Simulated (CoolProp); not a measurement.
Vapour-liquid equilibrium of n-octane (1) + o-xylene (2) at 2.95 bar; x and y are mole fractions of (1).

Computed with CoolProp (multi-fluid Helmholtz-energy mixture model, Beckmüller 2019 and Zhou 2012; pair parameters Bell 2016).

```json
[
 {"x": "0.05", "bubble temperature (K)": "461.5", "y at the bubble point": "0.076", "dew temperature at overall composition x (K)": "462.0", "liquid density (mol/L)": "6.697"},
 {"x": "0.2", "bubble temperature (K)": "457.5", "y at the bubble point": "0.277", "dew temperature at overall composition x (K)": "459.0", "liquid density (mol/L)": "6.374"},
 {"x": "0.35", "bubble temperature (K)": "453.9", "y at the bubble point": "0.448", "dew temperature at overall composition x (K)": "456.0", "liquid density (mol/L)": "6.071"},
 {"x": "0.5", "bubble temperature (K)": "450.8", "y at the bubble point": "0.597", "dew temperature at overall composition x (K)": "452.8", "liquid density (mol/L)": "5.787"},
 {"x": "0.65", "bubble temperature (K)": "448.0", "y at the bubble point": "0.729", "dew temperature at overall composition x (K)": "449.7", "liquid density (mol/L)": "5.522"},
 {"x": "0.8", "bubble temperature (K)": "445.4", "y at the bubble point": "0.851", "dew temperature at overall composition x (K)": "446.5", "liquid density (mol/L)": "5.272"},
 {"x": "0.95", "bubble temperature (K)": "443.0", "y at the bubble point": "0.964", "dew temperature at overall composition x (K)": "443.3", "liquid density (mol/L)": "5.039"}
]
```

No azeotrope shows between x = 0.05 and 0.95.

The pair parameters rest on a limited set of measurements; away from them the model extrapolates.
